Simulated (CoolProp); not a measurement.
Properties of methanol at several states (Tc = 240.2 °C, pc = 8.216 MPa, ω = 0.565).

The numbers come from the reference Helmholtz-energy equation of state, de Reuck 1993 in CoolProp.

```json
[
 {"T (°C)": "157.95", "p (MPa)": "1.52", "phase": "gas", "density (kg/m³)": "16.83", "cv (kJ/(kg K))": "3.529", "Joule-Thomson coefficient (K/MPa)": "28.46", "isothermal compressibility (1/MPa)": "0.9258", "viscosity (µPa s)": "13.4", "Prandtl number": "2.20"},
 {"T (°C)": "-86.85", "p (MPa)": "0.0257", "phase": "liquid", "density (kg/m³)": "894.0", "cv (kJ/(kg K))": "[?]", "Joule-Thomson coefficient (K/MPa)": "-0.4002", "isothermal compressibility (1/MPa)": "0.0005855", "viscosity (µPa s)": "7800", "Prandtl number": "78.6"},
 {"T (°C)": "217.55", "p (MPa)": "0.926", "phase": "gas", "density (kg/m³)": "7.622", "cv (kJ/(kg K))": "[?]", "Joule-Thomson coefficient (K/MPa)": "[?]", "isothermal compressibility (1/MPa)": "[?]", "viscosity (µPa s)": "15.9", "Prandtl number": "[?]"},
 {"T (°C)": "-70.05", "p (MPa)": "3.5", "phase": "liquid", "density (kg/m³)": "879.2", "cv (kJ/(kg K))": "1.775", "Joule-Thomson coefficient (K/MPa)": "-0.3970", "isothermal compressibility (1/MPa)": "0.0006563", "viscosity (µPa s)": "[?]", "Prandtl number": "42.0"}
]
```

Task: Fill in the missing entries.

Result: 
- -86.85, cv (kJ/(kg K)): 1.766
- 217.55, cv (kJ/(kg K)): 1.747
- 217.55, Joule-Thomson coefficient (K/MPa): 14.69
- 217.55, isothermal compressibility (1/MPa): 1.136
- 217.55, Prandtl number: 0.866
- -70.05, viscosity (µPa s): 4150

Viscosity comes from a separate model (Xiang 2006). Thermal conductivity comes from a separate model (Sykioti 2013).
